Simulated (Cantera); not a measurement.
A closed system holds: 1 mol Fe, 12 mol NH3, 150 mol N2, 0.41 mol H2O, at 10.0 mbar.

Equilibrium computed with Cantera from the NASA thermochemical tables; the gas is ideal and each condensed phase is pure. Candidate condensed phases: Fe, FeO, Fe(OH)2, Fe(OH)3, Fe2O3, Fe3O4, H2O; 27 gas species. Rates play no part.

Question: At 1625 K, list the 4 most abundant gas species with their mole fractions, and the condensed phases.

Answer: N2 0.894, H2 0.103, H2O 0.00235, H 0.000226. Condensed: Fe(γ).
